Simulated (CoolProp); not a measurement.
Properties of nitrogen along the isobar 2.91 MPa (Tc = -147.0 °C, pc = 3.396 MPa, ω = 0.037).

The numbers come from the reference Helmholtz-energy equation of state, Span 2000 in CoolProp.

| T (°C) | phase | viscosity (µPa s) | conductivity (mW/(m K)) |
|---|---|---|---|
| -178.85 | liquid | 95.0 | 115 |
| -168.65 | liquid | 70.5 | 95.6 |
| -158.55 | liquid | 51.3 | 75.2 |
| -148.35 | gas | 11.3 | 22.9 |
| -138.15 | gas | 11.0 | 18.3 |
| -128.05 | gas | 11.3 | 17.8 |
| -117.85 | gas | 11.7 | 17.9 |
| -107.75 | gas | 12.1 | 18.3 |
| -97.55 | gas | 12.6 | 18.9 |
| -87.35 | gas | 13.0 | 19.5 |

Viscosity comes from a separate model (Lemmon 2004). Thermal conductivity comes from a separate model (Lemmon 2004).
